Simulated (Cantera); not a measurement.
Source: NASA polynomial tables (part measured, part estimated), evaluated in Cantera. Values are per mole of reaction as written; species without (g) are pure solids or liquids, kept so even where they would boil at 1 bar.

V₂O₄ + H(g) → OH(g) + V₂O₃, with ΔH° = 29.8 kJ and ΔS° = 63.7 J/K at 300 K.

Q: How far is the shortcut ΔG° ≈ ΔH°(300 K) − T·ΔS°(300 K) from the full temperature-dependent value at 2425, 2475, 2525, 2575, 2625, 2675, 2725, 2775, 2825 K?

A: 
```tsv
T (K)	shortcut (kJ)	full (kJ)	difference (kJ)	difference in log10 K	condensed phases
2425	-124.6	-5.2	-119.5	2.57	V₂O₄(l), V₂O₃(l)
2475	-127.8	-5.1	-122.7	2.59	V₂O₄(l), V₂O₃(l)
2525	-131.0	-5.0	-126.0	2.61	V₂O₄(l), V₂O₃(l)
2575	-134.2	-4.9	-129.3	2.62	V₂O₄(l), V₂O₃(l)
2625	-137.4	-4.8	-132.6	2.64	V₂O₄(l), V₂O₃(l)
2675	-140.5	-4.6	-136.0	2.66	V₂O₄(l), V₂O₃(l)
2725	-143.7	-4.3	-139.4	2.67	V₂O₄(l), V₂O₃(l)
2775	-146.9	-4.1	-142.9	2.69	V₂O₄(l), V₂O₃(l)
2825	-150.1	-3.7	-146.4	2.71	V₂O₄(l), V₂O₃(l)
```
The shortcut ignores heat capacities and the phase changes listed.
